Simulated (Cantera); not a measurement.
Input (Python, Cantera) and output of one run.

```python
import numpy as np
import cantera as ct

gas_names = """
    H HO2 H2 H2O H2O2 O OH O2 O3 Pb PbO Pb2
""".split()
cond_names = """
    H2O(s) H2O(L) Pb(cr) Pb(L) PbO(rd) PbO(yw) PbO(L) PbO2(s) Pb3O4(s)
""".split()


def load(file, names, dense=False):
    # The tables refer to 1 bar. Condensed volumes are neglected.
    table = {s.name: s for s in ct.Species.list_from_file(file)}
    out = []
    for n in names:
        d = dict(table[n].input_data)
        d["thermo"] = dict(d["thermo"], **{"reference-pressure": 1e5})
        if dense:
            d["equation-of-state"] = {"model": "constant-volume", "density": "1e6 g/cm^3"}
        out.append(ct.Species.from_dict(d))
    return out


gas = ct.Solution(thermo="ideal-gas", species=load("nasa_gas.yaml", gas_names))
cond = {s.name: ct.Solution(thermo="fixed-stoichiometry", species=[s], name=s.name)
        for s in load("nasa_condensed.yaml", cond_names, dense=True)}
atoms = {
    'PbO': {'Pb': 1, 'O': 1},
    'O2': {'O': 2},
    'H2': {'H': 2},
}
top_T = {'Pb3O4(s)': 820}  # K; cautious upper limits of use, not melting points


def equilibrate(T, P, feed):
    n = {}
    for name, mol in feed.items():
        for a, k in atoms[name].items():
            n[a] = n.get(a, 0.0) + k * mol
    gas.TPX = T, P, n
    mass = sum(n.values()) * gas.mean_molecular_weight
    gas.equilibrate("TP")
    valid = [c for c in cond.values() if c.min_temp <= T <= top_T.get(c.name, c.max_temp)]
    mix = ct.Mixture([(gas, mass / gas.mean_molecular_weight)] + [(c, 0.0) for c in valid])
    mix.T, mix.P = T, P
    mix.equilibrate("TP", solver="vcs", rtol=1e-11, max_steps=5000)
    return mix


results = []
feed = {'PbO': 1, 'O2': 2.6, 'H2': 14}  # mol
T = 750  # K
P = 10000  # Pa
mix = equilibrate(T, P, feed)
results.append((T, P, feed, dict(zip(mix.species_names, mix.species_moles))))
print(gas.report(threshold=0.0001))
for i in range(1, mix.n_phases):
    print(f"{mix.phase(i).name:16s} {mix.phase_moles(i):12.5e} mol")
```

It prints:

```
       temperature   750 K
          pressure   10000 Pa
           density   0.014595 kg/m^3
  mean mol. weight   9.1013 kg/kmol
   phase of matter   gas

                          1 kg             1 kmol
                     ---------------   ---------------
          enthalpy       -1.0175e+07       -9.2606e+07  J
   internal energy        -1.086e+07       -9.8842e+07  J
           entropy             23152        2.1071e+05  J/K
    Gibbs function       -2.7539e+07       -2.5064e+08  J
 heat capacity c_p            3658.2             33294  J/K
 heat capacity c_v            2744.6             24980  J/K

                      mass frac. Y      mole frac. X     chem. pot. / RT
                     ---------------   ---------------   ---------------
                H2           0.12341           0.55714           -19.728
               H2O           0.87659           0.44286           -65.939
     [  +10 minor]        2.1581e-06        9.4795e-08

Pb(L)             9.99999e-01 mol
PbO(rd)           0.00000e+00 mol
PbO2(s)           0.00000e+00 mol
Pb3O4(s)          0.00000e+00 mol
```

Cantera equilibrium calculation (NASA polynomials, part measured and part estimated; ideal gas, pure solids and liquids).
